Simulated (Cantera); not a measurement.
Charge: 1 mol Si3N4, 0.032 mol H2O, 5.1 mol N2, equilibrated at 1273.15 K and 10.0 mbar.

Method: chemical equilibrium by Gibbs-energy minimisation in Cantera with the NASA 1993 tables (ideal gas, pure condensed phases). Candidate condensed phases: H2O, Si, SiO2, Si2N2O, Si3N4; 35 gas species. Mutual solubility and eutectic melting of coexisting phases are not modelled. Equilibrium is a limit: real reactors are often held back by kinetics, nucleation or transport.

**Question.** What is the equilibrium state?

**Answer.** 
| Item | Value |
|---|---|
| x(N2) | 0.994 |
| x(H2) | 0.00622 |
| n(Si2N2O(s)) | 0.0320 mol |
| n(Si3N4(s)) | 0.979 mol |
| gas amount | 5.143 mol |
| log10 activity of Si(s) (absent) | -3.08 |
